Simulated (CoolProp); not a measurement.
R141b along the isotherm 500 K: Z from the reference equation and from simpler models built on Tc = 477.5 K, pc = 4.212 MPa, ω = 0.220; each cubic takes its own stable root.

Values from CoolProp's reference Helmholtz-energy equation of state, Lemmon 2006. It is a short technical equation, of lower accuracy than the large ones.

```csv
p (MPa),phase,reference,van der Waals,Soave-Redlich-Kwong,Peng-Robinson
1.4,gas,0.8995,0.9045,0.8967,0.8851
2.81,gas,0.7760,0.7862,0.7752,0.7534
4.21,gas,0.6102,0.6158,0.6205,0.5916
5.62,supercritical,0.3534,0.3681,0.4010,0.3754
7.02,supercritical,0.3067,0.3933,0.3641,0.3339
8.42,supercritical,0.3327,0.4390,0.3879,0.3533
9.83,supercritical,0.3673,0.4887,0.4212,0.3823
11.2,supercritical,0.4030,0.5379,0.4562,0.4132
12.6,supercritical,0.4400,0.5883,0.4929,0.4458
14,supercritical,0.4772,0.6386,0.5299,0.4788
15.4,supercritical,0.5144,0.6885,0.5668,0.5118
16.8,supercritical,0.5513,0.7382,0.6036,0.5447
18.3,supercritical,0.5906,0.7911,0.6428,0.5798
19.7,supercritical,0.6271,0.8400,0.6791,0.6123
21.1,supercritical,0.6633,0.8887,0.7151,0.6447
```
